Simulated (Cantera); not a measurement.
An isothermal plug-flow reactor at 1125 K and 22000 Pa (inlet), inlet velocity 0.82 m/s, active area per volume 120 1/m; feed CH₄ : O₂ : N₂ = 0.0033 : 0.037 : 0.79 (molar parts), equivalence ratio 0.18.

Detailed kinetics in Cantera: Deutschmann's 1995 Pt surface mechanism with GRI-Mech 3.0 gas chemistry. Catalytic surfaces can have several steady states; this one follows from the mechanism file's or the stated starting coverage. Mass transfer to the wall is taken as infinitely fast.

### Question
What does this change do: temperature 1125 to 1200 K?

### Answer
```
quantity                 before    after
----------------------  -------  -------
x(CH₄) at z = 0.0042 m  0.00271  0.00221
x(O₂) at z = 0.0042 m    0.0421   0.0411
x(H₂O) at z = 0.0042 m  0.00251  0.00349
x(CO₂) at z = 0.0042 m  0.00125  0.00173
x(CO) at z = 0.0042 m   3.82e-6  4.63e-6
θ(free Pt) at the exit    0.500    0.592
θ(O*) at the exit         0.500    0.408
```
